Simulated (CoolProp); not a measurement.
The numbers come from the reference Helmholtz-energy equation of state, Lemmon 2006 in CoolProp. It is a short technical equation, of lower accuracy than the large ones.

### Question
Give the vapour pressure (bar), liquid density (kg/m³), vapour Z, surface tension (mN/m) of saturated C3F8 (R218) at -28.25, -2.95, 13.95 °C.

### Answer
```
T (°C)  p (bar)  liquid density (kg/m³)  vapour Z  surface tension (mN/m)
------  -------  ----------------------  --------  ----------------------
-28.25     1.47                    1580     0.932                    9.51
-2.95      3.76                    1470     0.871                    6.66
13.95      6.37                    1390     0.814                    4.86
```

Surface tension comes from a separate correlation (Mulero 2012).
